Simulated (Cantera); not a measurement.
An adiabatic, constant-pressure homogeneous reactor starts with CH3OH : O2 : N2 : H2O = 1 : 2.5 : 12.3 : 1.3 (molar parts), at 1548 K and 760 Torr.

Computed with Cantera and GRI-Mech 3.0 (53 species, 325 reactions). GRI-Mech 3.0 was tuned for natural gas; its chemistry of methanol as a main component is partial and can be far from experiment.

Q: Predict: time of steepest temperature rise; temperature at 2.00 s; equilibrium temperature; x(O2) at 2.00 s; x(H2O) at 2.00 s; x(HO2) at 2.00 s; x(H2) at 2.00 s.

A: time of steepest temperature rise: 0.155 ms
temperature at 2.00 s: 2382 K
equilibrium temperature: 2382 K
x(O2) at 2.00 s: 0.0525 (gas-phase equilibrium 0.0525)
x(H2O) at 2.00 s: 0.179 (gas-phase equilibrium 0.179)
x(HO2) at 2.00 s: 4.91e-6 (gas-phase equilibrium 4.91e-6)
x(H2) at 2.00 s: 0.00255 (gas-phase equilibrium 0.00255)
